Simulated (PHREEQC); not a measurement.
Silver or lead bath

Dissolve 0.00043 mol/kgw PbCl2 and 0.0047 mol/kgw HBF4 at 25 °C. Closed to the air; pH follows from the charge balance.

Equilibrium calculation in PHREEQC: ion-association model, wateq4f.dat.

| Item | Result |
|---|---|
| pH | 2.39 |
| ionic strength | 0.00560 mol/kgw |
| total alkalinity | -18.8 meq/kg |

| species | molality | activity | log γ |
|---|---|---|---|
| H+ | 0.00434 | 0.00403 | -0.031 |
| HF | 0.00409 | 0.00410 | 0.001 |
| BF4- | 0.00320 | 0.00295 | -0.036 |
| H3BO3 | 0.00112 | 0.00112 | 0.001 |
| Cl- | 0.000850 | 0.000784 | -0.035 |
| F- | 0.000735 | 0.000678 | -0.035 |
| Pb+2 | 0.000416 | 0.000302 | -0.139 |
| BF3OH- | 0.000287 | 0.000265 | -0.036 |
| BF2(OH)2- | 9.59e-5 | 8.83e-5 | -0.036 |
| H2F2 | 4.37e-5 | 4.38e-5 | 0.001 |
| HF2- | 1.15e-5 | 1.07e-5 | -0.035 |
| PbCl+ | 1.02e-5 | 9.43e-6 | -0.035 |
| PbF+ | 3.94e-6 | 3.64e-6 | -0.035 |
| BF(OH)3- | 3.27e-7 | 3.01e-7 | -0.036 |
| PbF2 | 5.03e-8 | 5.04e-8 | 0.001 |
| PbCl2 | 1.17e-8 | 1.17e-8 | 0.001 |

This is a speciation only: nothing precipitates in the calculation. Real BF4- forms and hydrolyses slowly; the run takes it at equilibrium.
